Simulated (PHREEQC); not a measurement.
**Leach liquor: speciation**

Make-up at 20 °C: 0.025 mol/kgw HCl and 0.0063 mol/kgw MnSO4. Closed to the air; pH follows from the charge balance.

Computed with PHREEQC (ion-association model, phreeqc.dat).

Each row changes one thing in this solution. This is a speciation only: nothing precipitates in the calculation.

```csv
case,pH,ionic strength (mol/kgw)
as made,1.72,0.0415
MnSO4 left out,1.66,0.0250
0.00054 mol/kgw Na2SiF6 added,1.73,0.0421
temperature from 20 to 35 °C,1.73,0.0406
HCl left out,6.67,0.0197
MnSO4 replaced by H2SO4 at the same molality,1.53,0.0362
temperature from 20 to 90 °C,1.77,0.0379
MnSO4 replaced by KHSO4 at the same molality,1.62,0.0368
```

Some of these states are supersaturated (in Quartz (slow to form), Chalcedony (slow to form), for instance). Constants without temperature data keep their 25 °C values here. SiF6-2 is the database's only silicon fluoride.
